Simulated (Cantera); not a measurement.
An adiabatic, constant-pressure homogeneous reactor starts with CO : H2 : CH4 : O2 : N2 = 1 : 0.27 : 0.042 : 0.479 : 3.5 (molar parts), equivalence ratio 1.5, at 1400 K and 8.40 bar.

Cantera simulation using GRI-Mech 3.0 (53 species, 325 reactions); the numbers are that mechanism's predictions, not measurements.

**Question.** Predict: time of steepest temperature rise; temperature at 2.00 s; equilibrium temperature; x(CO) at 2.00 s; x(H2) at 2.00 s; x(NO) at 2.00 s; x(NO2) at 2.00 s.

**Answer.** time of steepest temperature rise: 9.81 µs
temperature at 2.00 s: 2617 K
equilibrium temperature: 2617 K
x(CO) at 2.00 s: 0.0942 (gas-phase equilibrium 0.0942)
x(H2) at 2.00 s: 0.00768 (gas-phase equilibrium 0.00768)
x(NO) at 2.00 s: 0.00169 (gas-phase equilibrium 0.00169)
x(NO2) at 2.00 s: 2.44e-7 (gas-phase equilibrium 2.44e-7)
